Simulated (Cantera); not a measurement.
A Cantera script and what it prints.

```python
import numpy as np
import cantera as ct

gas_names = """
    C CH CH2 CH3 CH4 CN C2 C2H C2H2,acetylene C2H2,vinylidene C2H3,vinyl CH3CN C2H4 C2H5 C2H6 CCN CNC
    C2N2 C3 C3H3,propargyl C3H4,allene C3H4,propyne C3H4,cyclo- C3H5,allyl C3H6,propylene C3H6,cyclo-
    C3H7,n-propyl C3H7,i-propyl C3H8 C4 C4H2 C4H4,1,3-cyclo- C4H6,butadiene C4H6,2-butyne C4H6,cyclo-
    C4H8,1-butene C4H8,cis2-buten C4H8,tr2-butene C4H8,isobutene C4H8,cyclo- C4H9,n-butyl C4H9,i-butyl
    C4H9,s-butyl C4H9,t-butyl C4H10,isobutane C4H10,n-butane C4N2 C5 C5H6,1,3cyclo- C5H8,cyclo-
    C5H10,1-pentene C5H10,cyclo- C5H11,pentyl C5H11,t-pentyl C5H12,n-pentane C5H12,i-pentane
    CH3C(CH3)2CH3 C6H2 C6H5,phenyl C6H6 C6H10,cyclo- C6H12,1-hexene C6H12,cyclo- C6H13,n-hexyl
    C7H7,benzyl C7H8 C7H14,1-heptene C7H15,n-heptyl C7H16,n-heptane C8H8,styrene C8H10,ethylbenz
    C8H16,1-octene C8H17,n-octyl C8H18,isooctane C8H18,n-octane C9H19,n-nonyl C10H8,naphthale
    C10H21,n-decyl C12H9,o-bipheny C12H10,bipheny H HCN HCCN HNC H2 N NH NH2 NH3 N2 N2H2 N2H4
""".split()
cond_names = """
    C(gr) C6H6(L) C7H8(L) C8H18(L),n-octa
""".split()


def load(file, names, dense=False):
    # The tables refer to 1 bar. Condensed volumes are neglected.
    table = {s.name: s for s in ct.Species.list_from_file(file)}
    out = []
    for n in names:
        d = dict(table[n].input_data)
        d["thermo"] = dict(d["thermo"], **{"reference-pressure": 1e5})
        if dense:
            d["equation-of-state"] = {"model": "constant-volume", "density": "1e6 g/cm^3"}
        out.append(ct.Species.from_dict(d))
    return out


gas = ct.Solution(thermo="ideal-gas", species=load("nasa_gas.yaml", gas_names))
cond = {s.name: ct.Solution(thermo="fixed-stoichiometry", species=[s], name=s.name)
        for s in load("nasa_condensed.yaml", cond_names, dense=True)}
atoms = {
    'C3H8': {'C': 3, 'H': 8},
    'H2': {'H': 2},
    'N2': {'N': 2},
}
top_T = {'C(gr)': 4500}  # K; cautious upper limits of use, not melting points


def equilibrate(T, P, feed):
    n = {}
    for name, mol in feed.items():
        for a, k in atoms[name].items():
            n[a] = n.get(a, 0.0) + k * mol
    gas.TPX = T, P, n
    mass = sum(n.values()) * gas.mean_molecular_weight
    gas.equilibrate("TP")
    valid = [c for c in cond.values() if c.min_temp <= T <= top_T.get(c.name, c.max_temp)]
    mix = ct.Mixture([(gas, mass / gas.mean_molecular_weight)] + [(c, 0.0) for c in valid])
    mix.T, mix.P = T, P
    mix.equilibrate("TP", solver="vcs", rtol=1e-11, max_steps=5000)
    return mix


results = []
P = 2500000  # Pa
for T in [950, 1000, 1050, 1100, 1150, 1200, 1250, 1300, 1350, 1400]:
    for m in [4, 6, 8.9, 13, 20, 29, 43, 64, 95]:
        feed = {'C3H8': 1, 'H2': m, 'N2': 1.3}  # mol
        mix = equilibrate(T, P, feed)
        results.append((T, P, feed, dict(zip(mix.species_names, mix.species_moles))))

for T, P, feed, n in results:
    print(f"{T:7g} {feed['H2']:10.4g}  " + (" + ".join(c for c in cond_names if n.get(c, 0) > 1e-12) or "gas only"))
```

It prints:

```
    950          4  C(gr)
    950          6  gas only
    950        8.9  gas only
    950         13  gas only
    950         20  gas only
    950         29  gas only
    950         43  gas only
    950         64  gas only
    950         95  gas only
   1000          4  C(gr)
   1000          6  gas only
   1000        8.9  gas only
   1000         13  gas only
   1000         20  gas only
   1000         29  gas only
   1000         43  gas only
   1000         64  gas only
   1000         95  gas only
   1050          4  C(gr)
   1050          6  C(gr)
   1050        8.9  gas only
   1050         13  gas only
   1050         20  gas only
   1050         29  gas only
   1050         43  gas only
   1050         64  gas only
   1050         95  gas only
   1100          4  C(gr)
   1100          6  C(gr)
   1100        8.9  gas only
   1100         13  gas only
   1100         20  gas only
   1100         29  gas only
   1100         43  gas only
   1100         64  gas only
   1100         95  gas only
   1150          4  C(gr)
   1150          6  C(gr)
   1150        8.9  C(gr)
   1150         13  gas only
   1150         20  gas only
   1150         29  gas only
   1150         43  gas only
   1150         64  gas only
   1150         95  gas only
   1200          4  C(gr)
   1200          6  C(gr)
   1200        8.9  C(gr)
   1200         13  gas only
   1200         20  gas only
   1200         29  gas only
   1200         43  gas only
   1200         64  gas only
   1200         95  gas only
   1250          4  C(gr)
   1250          6  C(gr)
   1250        8.9  C(gr)
   1250         13  C(gr)
   1250         20  gas only
   1250         29  gas only
   1250         43  gas only
   1250         64  gas only
   1250         95  gas only
   1300          4  C(gr)
   1300          6  C(gr)
   1300        8.9  C(gr)
   1300         13  C(gr)
   1300         20  C(gr)
   1300         29  gas only
   1300         43  gas only
   1300         64  gas only
   1300         95  gas only
   1350          4  C(gr)
   1350          6  C(gr)
   1350        8.9  C(gr)
   1350         13  C(gr)
   1350         20  C(gr)
   1350         29  gas only
   1350         43  gas only
   1350         64  gas only
   1350         95  gas only
   1400          4  C(gr)
   1400          6  C(gr)
   1400        8.9  C(gr)
   1400         13  C(gr)
   1400         20  C(gr)
   1400         29  C(gr)
   1400         43  gas only
   1400         64  gas only
   1400         95  gas only
```

These are equilibrium values from Cantera (NASA tables, ideal gas, pure condensed phases), not measurements of a reactor.
